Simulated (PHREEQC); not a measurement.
NaOH is added in steps, without added water, to 1 kg of water holding 0.013 mol/kgw HF, 0.0011 mol/kgw (CH3)4NF and 0.00041 mol/kgw H4SiO4, at 20 °C. O2 is buffered at 0.21 atm. The system is closed to CO2. Solids allowed: SiO2(a). Others were left out.

Base run: PHREEQC, ion-association model, phreeqc.dat. Each further column changes one thing. The table gives F- (mol/kgw).

```csv
NaOH added (mol),base,all activity coefficients set to 1,Debye-Hückel limiting law,metal-ligand complexes left out,database wateq4f.dat
0,0.00279,0.00264,0.00280,0.00279,0.00273
0.003125,0.00456,0.00443,0.00458,0.00457,0.00453
0.007812,0.00830,0.00824,0.00831,0.00833,0.00829
0.01094,0.0113,0.0112,0.0113,0.0113,0.0113
0.01406,0.0140,0.0140,0.0140,0.0141,0.0140
0.01719,0.0140,0.0140,0.0140,0.0141,0.0140
0.02187,0.0140,0.0139,0.0140,0.0141,0.0140
0.025,0.0140,0.0139,0.0140,0.0141,0.0140
```

(CH3)4N+ isn't in the database: it is added as a free cation with an ion size of 4 Å. SiF6-2 is the database's only silicon fluoride. phreeqc.dat and wateq4f.dat share most of their constants, so their agreement is no independent check.
